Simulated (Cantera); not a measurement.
A perfectly stirred reactor is fed with 31.6 % H2, 14.4 % O2, 54.0 % N2, equivalence ratio 1.1, at 7.11 atm; it is adiabatic with a 425 K inlet, and is followed from long to short residence time, starting on the burning branch (τ in s: 0.27, 0.13, 0.059, 0.027, 0.013, 0.0059, 0.0027, 0.0013, 0.00059, 0.00027, 0.00013, 5.9e-05, 2.7e-05).

Detailed kinetics in Cantera: the H2/O2 subset of GRI-Mech 3.0, which has no nitrogen chemistry. The hydrogen kinetics of GRI-Mech 3.0 are dated; newer H2 mechanisms differ, most at raised pressure.

One state of this run: T (K) = 2473; x H2 = 0.0387; x O2 = 0.00198; x HO2 = 2.40e-6; x H2O = 0.322; x OH = 0.00644; x H2O2 = 4.04e-7. x: mole fraction; the columns are a selection and need not sum to one.

### Question
Which value of τ (s) does it belong to?
(A) 0.00059
(B) 0.059
(C) 0.0027
(D) 0.00013

### Answer
A, 0.00059
